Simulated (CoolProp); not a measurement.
Saturation properties of nitrogen.

The numbers come from the reference Helmholtz-energy equation of state, Span 2000 in CoolProp.

| T (K) | p (kPa) | liquid density (kg/m³) | vapour density (kg/m³) | liquid cp (kJ/(kg K)) | surface tension (mN/m) |
|---|---|---|---|---|---|
| 95.7 | 570.1 | 714.4 | 23.46 | 2.225 | 4.94 |
| 97.7 | 661.1 | 703.0 | 27.15 | 2.264 | 4.54 |
| 99.7 | 762.2 | 691.2 | 31.30 | 2.310 | 4.14 |
| 101.8 | 879.8 | 678.3 | 36.21 | 2.368 | 3.74 |
| 103.8 | 1003 | 665.5 | 41.48 | 2.433 | 3.36 |
| 105.9 | 1146 | 651.4 | 47.74 | 2.517 | 2.97 |
| 107.9 | 1295 | 637.2 | 54.50 | 2.614 | 2.61 |
| 110 | 1466 | 621.5 | 62.58 | 2.743 | 2.24 |
| 112 | 1643 | 605.4 | 71.41 | 2.901 | 1.90 |
| 114 | 1835 | 588.0 | 81.59 | 3.109 | 1.58 |
| 116.1 | 2054 | 568.0 | 94.14 | 3.414 | 1.24 |
| 118.1 | 2280 | 546.6 | 108.5 | 3.846 | 0.945 |
| 120.2 | 2536 | 520.7 | 127.1 | 4.601 | 0.650 |
| 122.2 | 2800 | 490.6 | 150.3 | 6.053 | 0.392 |
| 124.2 | 3086 | 449.7 | 184.4 | 10.50 | 0.165 |

It boils at 77.4 K under 1 atm.

Surface tension comes from a separate correlation (Mulero 2012).
